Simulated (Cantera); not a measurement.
Input: 1 mol acetone, 0.036 mol CO₂, 18 mol N₂, held at 5600 Pa.

Cantera equilibrium calculation (NASA polynomials, part measured and part estimated; ideal gas, pure solids and liquids). Candidate condensed phases: C, C₆H₆, C₇H₈, C₈H₁₈, H₂O; 136 gas species. The feed counts by its element totals alone. Kinetics and transport are ignored.

Question: What share of the C ends up in condensed phases as a function of T (K), at 1975, 2025, 2075, 2125, 2175, 2225, 2275, 2325, 2375, 2425?

Answer: 
```csv
T (K),C condensed (%),as
1975,61.2,C(graphite)
2025,60.4,C(graphite)
2075,59.5,C(graphite)
2125,58.5,C(graphite)
2175,57.3,C(graphite)
2225,55.9,C(graphite)
2275,54.5,C(graphite)
2325,52.8,C(graphite)
2375,51.0,C(graphite)
2425,49.0,C(graphite)
```
